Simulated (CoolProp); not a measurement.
Vapour-liquid equilibrium of R22 (1) + R115 (2) at 269.1 K; x and y are mole fractions of (1).

The numbers come from the multi-fluid Helmholtz-energy mixture model, Kamei 1995 and Lemmon 2016; pair parameters Bell 2016 in CoolProp.

**Question.** Give the bubble pressure and the first vapour's composition at x = 0.05, 0.125, 0.575. Is there an azeotrope?

**Answer.** x = 0.05: 416.8 kPa, y = 0.106; x = 0.125: 447.3 kPa, y = 0.214; x = 0.575: 492.6 kPa, y = 0.555. y crosses x between x = 0.5 and 0.575: the model has an azeotrope there.

Pair parameters are fitted to limited data, so mixtures are less certain than the pure fluids.
